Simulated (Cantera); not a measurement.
Charge: 1 mol Cu2O, 0.48 mol CH4, 2.7 mol CO, equilibrated at 2050 K and 350000 Pa.

Method: chemical equilibrium by Gibbs-energy minimisation in Cantera with the NASA 1993 tables (ideal gas, pure condensed phases). Candidate condensed phases: C, C6H6, C7H8, C8H18, Cu, CuO, Cu(OH)2, Cu2O, H2O; 113 gas species. The numbers say what is thermodynamically allowed, not how fast it happens.

Base state: CO 0.707, H2 0.165, H2O 0.0660, CO2 0.0593, Cu 0.00194, H 0.000493, OH 2.15e-5 (mole fractions); condensed: Cu(l).

What changes in the equilibrium state with this change: CO from 2.7 to 0.35 mol?


```tsv
species	before	after
CO	0.707	0.400
H2	0.165	0.307
H2O	0.0660	0.228
CO2	0.0593	0.0622
Cu	0.00194	0.00194
OH	2.15e-5	5.44e-5
H	0.000493	0.000672
Cu(l), mol	1.99	2.00
```

What changes in the equilibrium state with this change: pressure from 350000 Pa to 39000 Pa?


```tsv
species	before	after
CO	0.707	0.696
H2	0.165	0.162
H2O	0.0660	0.0648
Cu	0.00194	0.0174
CO2	0.0593	0.0584
Cu2	9.44e-6	8.47e-5
OH	2.15e-5	6.39e-5
H	0.000493	0.00146
Cu(l), mol	1.99	1.93
```
